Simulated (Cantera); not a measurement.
Equilibrium for abatement and gas-phase synthesis: PH3 + H2O

A closed system holds: 1 mol PH3, 3 mol H2O, held at 1.33 mbar.

These are equilibrium values from Cantera (NASA tables, ideal gas, pure condensed phases), not measurements of a reactor. Candidate condensed phases: H2O, P, P4O10; 17 gas species. Gases not in the tables: HPO2, HPO3 and P4O6. Equilibrium is a limit: real reactors are often held back by kinetics, nucleation or transport.

```
T (K)   x H2       x H  x H2O    x PO   x PO2      x OH       x O      x P2
-----  -----  --------  -----  ------  ------  --------  --------  --------
1550   0.528  0.000627  0.300  0.0654  0.0934   1.20e-5   1.21e-8    0.0126
1650   0.536   0.00182  0.284  0.0803  0.0916   4.36e-5   1.21e-7   0.00537
1750   0.536   0.00466  0.279  0.0898  0.0879  0.000143   9.76e-7   0.00200
1850   0.529    0.0107  0.279  0.0955  0.0839  0.000418   6.46e-6  0.000728
1950   0.518    0.0226  0.279  0.0991  0.0799   0.00111   3.57e-5  0.000276
2050   0.499    0.0439  0.277   0.101  0.0761   0.00266  0.000169  0.000110
2150   0.471    0.0793  0.269   0.101  0.0722   0.00585  0.000694   4.59e-5
2250   0.431     0.133  0.253  0.0999  0.0678    0.0118   0.00252   2.00e-5
2350   0.377     0.210  0.223  0.0969  0.0617    0.0214   0.00805   9.33e-6
2450   0.312     0.307  0.174  0.0931  0.0524    0.0336    0.0219   5.17e-6
```
x: gas mole fraction; nothing condenses.

From 1550 K to 2450 K nothing is condensed.
